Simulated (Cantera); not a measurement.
BN + N2 (sublimation and decomposition of ceramics)

Input: 1 mol BN, 0.25 mol N2, equilibrated at 0.133 bar.

Method: chemical equilibrium by Gibbs-energy minimisation in Cantera with the NASA 1993 tables (ideal gas, pure condensed phases). Candidate condensed phases: B, BN; 12 gas species. Ions and electrons are included (thermal ionisation). The numbers say what is thermodynamically allowed, not how fast it happens.

```
T (K)   x N2     x B       x N     x BN      x B+  n B(l)
-----  -----  ------  --------  -------  --------  ------
3000   0.963  0.0347   3.74e-5  0.00236   4.05e-7   0.971
3250   0.834   0.158  0.000154  0.00763   3.28e-6   0.851
3500   0.425   0.558  0.000395   0.0153   1.95e-5       0
3750   0.424   0.561   0.00120   0.0125   5.33e-5       0
4000   0.423   0.562   0.00316   0.0105  0.000129       0
4250   0.421   0.562   0.00744  0.00899  0.000282       0
4500   0.415   0.560    0.0159  0.00776  0.000568       0
4750   0.404   0.556    0.0311  0.00672   0.00106       0
5000   0.386   0.548    0.0564  0.00580   0.00187       0
```
x: gas mole fraction; n: condensed amount in mol.

From 3000 K to 3250 K the condensed part is B(l). From 3500 K to 5000 K nothing is condensed. The main B-bearing gas is B throughout.
